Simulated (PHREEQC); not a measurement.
A made-up water analysis in mg/kgw, 90 °C, pH 7.4, pe 10.2: Na 1940; K 160; Ca 185; Mg 57.9; Cl 2420; S(6) as SO4 1500; Alkalinity as HCO3 1.81; O(0) (dissolved oxygen) 0.575; Cd 16.3; N(5) as NO3 1.07.

Valence states are taken as typed.

Model: ion-association model, wateq4f.dat, run in PHREEQC.

Each row changes one thing in this solution. This is a speciation only: nothing precipitates in the calculation.

```csv
case,ionic strength (mol/kgw),SO4-2 (mol/kgw),K+ (mol/kgw),Ca+2 (mol/kgw),NaSO4- (mol/kgw),CaSO4 (mol/kgw),SI of Gypsum (CaSO4:2H2O),SI of Otavite (CdCO3)
as made,0.109,0.0109,0.00386,0.00337,0.00198,0.00124,-0.62,-0.91
pH from 7.4 to 7.1 at the same alkalinity,0.109,0.0109,0.00386,0.00337,0.00198,0.00124,-0.62,-0.80
temperature from 90 to 30 °C at the same typed pH,0.113,0.0118,0.00397,0.00349,0.00179,0.00112,-0.68,-0.38
all concentrations times 3 at the same typed pH,0.317,0.0278,0.0112,0.00975,0.00980,0.00409,-0.09,-0.16
```

Species that the database lacks are ignored. Away from 25 °C the constants follow the database's enthalpies or fits; those with neither stay at their 25 °C values.
